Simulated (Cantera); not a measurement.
Feed: 1 mol Fe2O3, 32 mol HCl, 0.42 mol O2, equilibrated at 1723 K and 0.133 bar.

These are equilibrium values from Cantera (NASA tables, ideal gas, pure condensed phases), not measurements of a reactor. Candidate condensed phases: Fe, FeCl2, FeCl3, FeO, Fe(OH)2, Fe(OH)3, Fe2O3, Fe3O4, H2O; 22 gas species. Equilibrium is a limit: real reactors are often held back by kinetics, nucleation or transport.

Base state: HCl 0.790, H2O 0.0874, FeCl2 0.0587, Cl 0.0426, O2 0.0140, Cl2 0.00516, FeCl3 0.00166, OH 0.000333 (mole fractions); condensed: gas only.

Problem. What changes in the equilibrium state with this change: temperature from 1723 K to 1773.15 K?

Solution. 
```
species   before    after
-------  -------  -------
HCl        0.790    0.783
H2O       0.0874   0.0894
FeCl2     0.0587   0.0590
Cl        0.0426   0.0494
O2        0.0140   0.0128
H2       5.15e-5  9.04e-5
O        1.84e-5  2.91e-5
```
